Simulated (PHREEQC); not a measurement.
**Ultrapure water in contact with air or piping: an equilibrium model**

Model water analysis in mg/kgw, 21 °C, pH 6.1, pe 9.5:

```json
[
 {"constituent": "Na", "mg/kgw": "0.00297"},
 {"constituent": "K", "mg/kgw": "0.00154"},
 {"constituent": "Ca", "mg/kgw": "0.0182"},
 {"constituent": "Mg", "mg/kgw": "0.00719"},
 {"constituent": "Cl", "mg/kgw": "0.0428"},
 {"constituent": "S(6) as SO4", "mg/kgw": "0.0183"},
 {"constituent": "Alkalinity as HCO3", "mg/kgw": "0.00792"},
 {"constituent": "B", "mg/kgw": "0.000125"},
 {"constituent": "Li", "mg/kgw": "1.17e-05"}
]
```

Valence states are taken as typed.

All values are PHREEQC results (ion-association model, phreeqc.dat), not measurements.

The ionic strength comes out as 3.43e-6 mol/kgw and the charge-balance error is -1.0 %.

| species | molality | activity | log γ |
|---|---|---|---|
| CO2 | 1.72e-6 | 1.72e-6 | 0.000 |
| Cl- | 1.21e-6 | 1.20e-6 | -0.001 |
| HCO3- | 9.16e-7 | 9.14e-7 | -0.001 |
| H+ | 7.96e-7 | 7.94e-7 | -0.001 |
| Ca+2 | 4.54e-7 | 4.50e-7 | -0.004 |
| Mg+2 | 2.96e-7 | 2.93e-7 | -0.004 |
| SO4-2 | 1.90e-7 | 1.89e-7 | -0.004 |
| Na+ | 1.29e-7 | 1.29e-7 | -0.001 |
| K+ | 3.94e-8 | 3.93e-8 | -0.001 |
| H3BO3 | 1.16e-8 | 1.16e-8 | 0.000 |
| OH- | 9.35e-9 | 9.33e-9 | -0.001 |
| Li+ | 1.69e-9 | 1.68e-9 | -0.001 |

No solid was allowed to form. Complexes and solids missing from the database can't appear.
